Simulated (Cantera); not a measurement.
A closed system holds: 1 mol V, 3.3 mol N₂, 62 mol H₂, 14 mol NH₃, held at 1.33 mbar.

Cantera equilibrium calculation (NASA polynomials, part measured and part estimated; ideal gas, pure solids and liquids). Candidate condensed phases: V, VN; 11 gas species. VN: taken at fixed stoichiometry. Condensed phases not in the tables: V₂N, N, O or C dissolved in the metal. Kinetics and transport are ignored.

log p: log10 of the partial pressure in bar; n: condensed amount in mol.

```json
[
 {"T (K)": "1750", "log p H₂": "-2.93", "log p N₂": "-3.85", "log p H": "-5.10", "log p V": "-7.72", "n VN(s)": "0.999", "n V(s)": "0"},
 {"T (K)": "1800", "log p H₂": "-2.93", "log p N₂": "-3.85", "log p H": "?", "log p V": "?", "n VN(s)": "0.995", "n V(s)": "0"},
 {"T (K)": "1850", "log p H₂": "-2.93", "log p N₂": "-3.84", "log p H": "-4.73", "log p V": "-6.71", "n VN(s)": "0", "n V(s)": "0.986"},
 {"T (K)": "1900", "log p H₂": "-2.94", "log p N₂": "-3.84", "log p H": "-4.57", "log p V": "-6.33", "n VN(s)": "0", "n V(s)": "0.967"},
 {"T (K)": "1950", "log p H₂": "-2.94", "log p N₂": "-3.84", "log p H": "?", "log p V": "?", "n VN(s)": "0", "n V(s)": "0.925"},
 {"T (K)": "2000", "log p H₂": "-2.95", "log p N₂": "-3.84", "log p H": "-4.26", "log p V": "-5.64", "n VN(s)": "0", "n V(s)": "0.835"},
 {"T (K)": "2050", "log p H₂": "-2.95", "log p N₂": "-3.85", "log p H": "-4.12", "log p V": "-5.32", "n VN(s)": "0", "n V(s)": "0.652"}
]
```

Fill in the missing entries.


- 1800, log p H: -4.91
- 1800, log p V: -7.13
- 1950, log p H: -4.41
- 1950, log p V: -5.97
